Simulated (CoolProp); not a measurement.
Vapour-liquid equilibrium of R113 (1) + n-heptane (2) at 340.4 K; x and y are mole fractions of (1).

Model: multi-fluid Helmholtz-energy mixture model, Marx 1992 and Span 2003; pair parameters Bell 2016, in CoolProp.

Task: Give the bubble pressure and the first vapour's composition at x = 0.45, 0.65, 0.85. Is there an azeotrope?

Result: x = 0.45: 0.1135 MPa, y = 0.804; x = 0.65: 0.1406 MPa, y = 0.889; x = 0.85: 0.1663 MPa, y = 0.954. No azeotrope shows between x = 0.05 and 0.95.

Pair parameters are fitted to limited data, so mixtures are less certain than the pure fluids.
